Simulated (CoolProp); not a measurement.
Vapour-liquid equilibrium of sulfur hexafluoride (1) + CH2F2 (R32) (2) at 708 kPa; x and y are mole fractions of (1).

Values from CoolProp's multi-fluid Helmholtz-energy mixture model, Guder 2009 and Tillner-Roth 1997; pair parameters Bell 2016.

```tsv
x	bubble temperature (°C)	y at the bubble point	dew temperature at overall composition x (°C)	liquid density (mol/L)
0.05	-14.8	0.306	-5.8	20.24
0.15	-24.5	0.535	-9.1	19.05
0.25	-27.3	0.593	-12.7	17.70
0.35	-27.9	0.609	___	16.44
0.45	-28.0	0.613	-20.7	15.35
0.55	-28.1	0.618	-25.2	14.42
0.65	-28.1	0.630	-28.0	13.65
0.75	-27.9	0.657	___	___
0.85	-26.7	0.718	-23.3	12.42
0.95	-23.0	0.861	-20.5	11.85
```

Task: Fill in the missing entries.

Result: 
- 0.35, dew temperature at overall composition x (°C): -16.5
- 0.75, dew temperature at overall composition x (°C): -25.9
- 0.75, liquid density (mol/L): 13.00

y crosses x between x = 0.55 and 0.65: the model has an azeotrope there.

The pair parameters rest on a limited set of measurements; away from them the model extrapolates. With so large a gap from Raoult's law the liquid may split in two, which this calculation doesn't test in full.
